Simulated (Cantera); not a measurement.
An adiabatic, constant-volume homogeneous reactor starts with CH4 : C2H6 : C3H8 : O2 : N2 : H2O = 1 : 0.27 : 0.15 : 3.7 : 13.9 : 2.4 (molar parts), at 1625 K and 345 Torr. Integrator tolerance rtol = 1e-08.

Cantera simulation using GRI-Mech 3.0 (53 species, 325 reactions); the numbers are that mechanism's predictions, not measurements.

**Question.** What does this change do: pressure from 345 Torr to 12000 Torr?

**Answer.** 
| quantity | before | after |
|---|---|---|
| time of steepest temperature rise | 81.3 µs | 6.84 µs |
| temperature at 5.00 s | 2757 K | 3049 K |
| equilibrium temperature | 2757 K | 3049 K |
| x(CH4) at 5.00 s | <1e-12 (gas-phase equilibrium <1e-12) | <1e-12 (gas-phase equilibrium <1e-12) |
| x(C2H6) at 5.00 s | <1e-12 (gas-phase equilibrium <1e-12) | <1e-12 (gas-phase equilibrium <1e-12) |
| x(C3H8) at 5.00 s | <1e-12 (gas-phase equilibrium <1e-12) | <1e-12 (gas-phase equilibrium <1e-12) |
| x(HCN) at 5.00 s | 1.24e-9 (gas-phase equilibrium 1.24e-9) | 1.75e-8 (gas-phase equilibrium 1.75e-8) |
| x(H) at 5.00 s | 0.0128 (gas-phase equilibrium 0.0128) | 0.00440 (gas-phase equilibrium 0.00440) |
| x(CO2) at 5.00 s | 0.0452 (gas-phase equilibrium 0.0452) | 0.0557 (gas-phase equilibrium 0.0557) |
The pressure lies above the range GRI-Mech 3.0 was tuned for (to about 10 atm). Above 3000 K some thermodynamic fits are extrapolated.

**Question.** What does this change do: C2H6 0.27 to 0.11 parts?

**Answer.** 
```tsv
quantity	before	after
time of steepest temperature rise	81.3 µs	90.0 µs
temperature at 5.00 s	2757 K	2708 K
equilibrium temperature	2757 K	2708 K
x(CH4) at 5.00 s	<1e-12 (gas-phase equilibrium <1e-12)	<1e-12 (gas-phase equilibrium <1e-12)
x(C2H6) at 5.00 s	<1e-12 (gas-phase equilibrium <1e-12)	<1e-12 (gas-phase equilibrium <1e-12)
x(C3H8) at 5.00 s	<1e-12 (gas-phase equilibrium <1e-12)	<1e-12 (gas-phase equilibrium <1e-12)
x(HCN) at 5.00 s	1.24e-9 (gas-phase equilibrium 1.24e-9)	4.57e-10 (gas-phase equilibrium 4.57e-10)
x(H) at 5.00 s	0.0128 (gas-phase equilibrium 0.0128)	0.00892 (gas-phase equilibrium 0.00892)
x(CO2) at 5.00 s	0.0452 (gas-phase equilibrium 0.0452)	0.0463 (gas-phase equilibrium 0.0463)
```
GRI-Mech 3.0 was tuned for natural gas; its chemistry of propane as a main component is partial and can be far from experiment.

**Question.** What does this change do: constant pressure in place of constant volume?

**Answer.** 
```csv
quantity,before,after
time of steepest temperature rise,81.3 µs,91.6 µs
temperature at 5.00 s,2757 K,2628 K
equilibrium temperature,2757 K,2628 K
x(CH4) at 5.00 s,<1e-12 (gas-phase equilibrium <1e-12),<1e-12 (gas-phase equilibrium <1e-12)
x(C2H6) at 5.00 s,<1e-12 (gas-phase equilibrium <1e-12),<1e-12 (gas-phase equilibrium <1e-12)
x(C3H8) at 5.00 s,<1e-12 (gas-phase equilibrium <1e-12),<1e-12 (gas-phase equilibrium <1e-12)
x(HCN) at 5.00 s,1.24e-9 (gas-phase equilibrium 1.24e-9),4.65e-10 (gas-phase equilibrium 4.65e-10)
x(H) at 5.00 s,0.0128 (gas-phase equilibrium 0.0128),0.00987 (gas-phase equilibrium 0.00987)
x(CO2) at 5.00 s,0.0452 (gas-phase equilibrium 0.0452),0.0508 (gas-phase equilibrium 0.0508)
```
